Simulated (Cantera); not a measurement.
Charge: 1 mol Al₂O₃, 38 mol H₂, 3.6 mol H₂O, at 900 K and 3.10 bar.

Method: chemical equilibrium by Gibbs-energy minimisation in Cantera with the NASA 1993 tables (ideal gas, pure condensed phases). Candidate condensed phases: Al, Al₂O₃, H₂O; 19 gas species. The numbers say what is thermodynamically allowed, not how fast it happens.

Base state: H₂ 0.913, H₂O 0.0865 (mole fractions); condensed: Al₂O₃(s).

### Question
What changes in the equilibrium state with this change: Al₂O₃ replaced by FeS?

### Answer
```json
[
 {"species": "H₂", "before": "0.913", "after": "0.913"},
 {"species": "H₂O", "before": "0.0865", "after": "0.0865"},
 {"species": "H₂S", "before": "0", "after": "0.000419"},
 {"species": "Al₂O₃(s), mol", "before": "1.00", "after": "0"},
 {"species": "Fe(α), mol", "before": "0", "after": "0.0174"},
 {"species": "FeS(s), mol", "before": "0", "after": "0.983"}
]
```
FeS: taken at fixed stoichiometry. Further candidate phases: Fe, FeO, Fe(OH)₂, Fe(OH)₃, FeS, FeSO₄, FeS₂, Fe₂O₃, Fe₂(SO₄)₃, Fe₃O₄, H₂SO₄, S.
